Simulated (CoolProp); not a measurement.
Properties of dimethyl carbonate at several states (Tc = 557.0 K, pc = 4.909 MPa, ω = 0.346).

Model: reference Helmholtz-energy equation of state, Zhou 2011, in CoolProp.

```tsv
T (K)	p (MPa)	phase	density (kg/m³)	cp (kJ/(kg K))	Joule-Thomson coefficient (K/MPa)	isothermal compressibility (1/MPa)
478.5	0.118	gas	2.709	1.636	10.04	8.593
395	5.43	liquid	937.1	2.025	-0.2049	0.001942
411.5	0.0388	gas	1.029	1.474	15.63	25.96
363.1	0.81	liquid	975.3	1.956	-0.2459	0.001554
399.8	16.7	liquid	949.6	2.006	-0.2334	0.001666
479.6	0.186	gas	4.294	1.643	10.10	5.496
```
